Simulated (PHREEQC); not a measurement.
Model water analysis in mg/L, 60 °C, pH 6.82, pe 10.4: Na 59.4; K 70.5; Ca 5.25; Mg 2.26; Cl 53.4; S(6) as SO4 79.2; Alkalinity as HCO3 98; Cu(2) 0.547; Cd 10.6; Si as SiO2 0.0377.

Valence states are taken as typed.

Computed with PHREEQC (ion-association model, wateq4f.dat).

Q: The ionic strength comes out as 0.00581 mol/kgw. What activity coefficients do K+, CdCl+, Cd+2, Cl-, CaHCO3+ get?

A: K+ 0.92, CdCl+ 0.92, Cd+2 0.71, Cl- 0.92, CaHCO3+ 0.92.

This is a speciation only: nothing precipitates in the calculation. Saturation is exceeded, for instance for Otavite, Malachite; the values hold only as long as no solid forms. Away from 25 °C the constants follow the database's enthalpies or fits; those with neither stay at their 25 °C values. The database's constant for dissolved Cu(OH)2 is higher than later reviews accept.
